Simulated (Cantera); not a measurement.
What does this Cantera script print?

```python
import numpy as np
import cantera as ct

gas = ct.Solution("gri30.yaml")
gas.TPX = 450, 39000, {'CO': 1, 'H2': 0.076, 'O2': 0.448, 'N2': 1.69}
flame = ct.FreeFlame(gas, width=0.077)
flame.set_refine_criteria(ratio=3, slope=0.08, curve=0.16)
flame.transport_model = "mixture-averaged"
flame.solve(loglevel=0, auto=True)
z, T = flame.grid, flame.T
thick = (T[-1] - T[0]) / np.gradient(T, z).max()
show = ['CO', 'H2', 'O2', 'N2O', 'H2O2', 'H2O']
print(f"laminar burning velocity  {flame.velocity[0] * 100:.3f} cm/s")
print(f"burnt temperature         {T[-1]:.1f} K")
print(f"thermal thickness         {thick * 1e3:.4f} mm")
print(f"grid points               {len(z)}")
z0 = z[flame.heat_release_rate.argmax()]
print(f"{'z/mm':>9s}{'T/K':>9s}{'u/(m/s)':>9s}" + "".join(f"{s:>11s}" for s in show))
rows = []
for k in (-3, -2, -1.5, -1, -0.5, -0.25, 0, 0.25, 0.5, 1, 2, 4, 8):
    zz = z0 + k * thick
    rows.append([k * thick, np.interp(zz, z, T), np.interp(zz, z, flame.velocity),
                 *(np.interp(zz, z, flame.X[gas.species_index(s)]) for s in show)])
    print(f"{rows[-1][0] * 1e3:9.3f}{rows[-1][1]:9.1f}{rows[-1][2]:9.3f}" + "".join(f"{x:11.3e}" for x in rows[-1][3:]))
```

Output:

```
laminar burning velocity  111.829 cm/s
burnt temperature         2420.3 K
thermal thickness         2.4839 mm
grid points               142
     z/mm      T/K  u/(m/s)         CO         H2         O2        N2O       H2O2        H2O
   -7.452    450.0    1.118  3.111e-01  2.365e-02  1.394e-01 -9.649e-21  2.420e-13  1.391e-11
   -4.968    450.0    1.118  3.111e-01  2.364e-02  1.394e-01  1.795e-19  8.570e-12  4.140e-10
   -3.726    450.0    1.118  3.111e-01  2.363e-02  1.394e-01  1.107e-17  3.235e-10  1.185e-08
   -2.484    450.0    1.118  3.112e-01  2.355e-02  1.394e-01  3.202e-16  6.756e-09  2.003e-07
   -1.242    451.8    1.122  3.114e-01  2.271e-02  1.395e-01  2.223e-13  1.818e-06  3.236e-05
   -0.621    567.8    1.404  3.066e-01  1.963e-02  1.362e-01  1.308e-10  3.011e-05  1.954e-03
    0.000   1031.8    2.508  2.682e-01  9.542e-03  1.106e-01  1.288e-08  1.097e-06  1.166e-02
    0.621   1376.7    3.265  2.039e-01  2.494e-03  6.752e-02  6.553e-08  2.989e-07  1.481e-02
    1.242   1555.7    3.620  1.666e-01  2.209e-03  4.755e-02  7.418e-08  1.687e-07  1.119e-02
    2.484   1725.8    3.958  1.493e-01  2.554e-03  3.959e-02  7.128e-08  1.006e-07  1.160e-02
    4.968   1886.6    4.279  1.419e-01  2.576e-03  3.620e-02  7.547e-08  5.504e-08  1.508e-02
    9.936   2039.1    4.574  1.318e-01  2.336e-03  3.162e-02  8.096e-08  2.971e-08  1.792e-02
   19.871   2175.1    4.829  1.199e-01  2.013e-03  2.617e-02  8.708e-08  1.732e-08  2.000e-02
```

Computed with Cantera and GRI-Mech 3.0 (53 species, 325 reactions). Burning velocities carry a grid error of a few per cent, more on coarse grids.
